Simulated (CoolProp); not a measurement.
The numbers come from the reference Helmholtz-energy equation of state, Lemmon 2006 in CoolProp. It is a short technical equation, of lower accuracy than the large ones.

Task: For carbonyl sulfide, give the phase and the Z, cp (kJ/(kg K)), cv (kJ/(kg K)), speed of sound (m/s) at 17.55 °C and 75.6 bar; 144.55 °C and 75.6 bar.

Result: 
- 17.55 °C and 75.6 bar: liquid; Z 0.182, cp 1.28, cv 0.706, speed of sound 768
- 144.55 °C and 75.6 bar: supercritical; Z 0.622, cp 1.64, cv 0.737, speed of sound 210
